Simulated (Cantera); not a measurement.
Feed: 1 mol Zr, 2.2 mol H2O, 30 mol N2, held at 1675 K and 240000 Pa.

These are equilibrium values from Cantera (NASA tables, ideal gas, pure condensed phases), not measurements of a reactor. Candidate condensed phases: H2O, Zr, ZrN, ZrO2; 28 gas species. Equilibrium is a limit: real reactors are often held back by kinetics, nucleation or transport.

Base state: N2 0.932, H2 0.0621, H2O 0.00621, H 1.87e-5 (mole fractions); condensed: ZrO2(tetragonal).

Question: What changes in the equilibrium state with this change: H2O from 2.2 to 1.4 mol?

Answer: 
```tsv
species	before	after
N2	0.932	0.955
H2	0.0621	0.0448
H	1.87e-5	1.59e-5
H2O	0.00621	3.89e-6
ZrO2(tetragonal), mol	1.00	0.700
ZrN(s), mol	0	0.300
```
Mutual solubility and eutectic melting of coexisting phases are not modelled. ZrN: taken at fixed stoichiometry. Condensed phases not in the tables: solid solutions among these carbides, nitrides and lower oxides.
